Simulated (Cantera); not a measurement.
A freely propagating, adiabatic, planar premixed flame of H2 : O2 : N2 = 1 : 0.385 : 1.58 (molar parts), unburnt at 498 K and 0.690 bar; mixture-averaged transport, grid criteria slope 0.08 and curve 0.16, no radiation.

Model: the H2/O2 subset of GRI-Mech 3.0, which has no nitrogen chemistry, integrated in Cantera. Burning velocities carry a grid error of a few per cent, more on coarse grids.

### Question
What does this change do: 0.12 parts H2O added?

### Answer
```json
[
 {"quantity": "laminar burning velocity", "before": "567 cm/s", "after": "535 cm/s"},
 {"quantity": "thermal thickness", "before": "0.712 mm", "after": "0.678 mm"},
 {"quantity": "peak x(HO2)", "before": "0.000267", "after": "0.000312"},
 {"quantity": "peak x(H)", "before": "0.0771", "after": "0.0673"},
 {"quantity": "peak x(H2O2)", "before": "2.21e-5", "after": "2.62e-5"}
]
```
